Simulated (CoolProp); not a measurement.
c-C4F8 (RC318) at 285.6 K and 0.141 MPa is compressed adiabatically to 0.606 MPa with isentropic efficiency 0.6. Each further row changes one setting.

The numbers come from the reference Helmholtz-energy equation of state, Platzer 1990 in CoolProp. This equation is an older, rougher fit.

| case | work (kJ/kg) | final temperature (K) | final phase | final density (kg/m³) |
|---|---|---|---|---|
| as stated | 27.1 | 326.1 | gas | 52.7 |
| efficiency 1 | 16.2 | 320.7 | two-phase, vapour fraction 0.937 | 57.9 |
| efficiency 0.65 | 25.0 | 323.8 | gas | 53.4 |
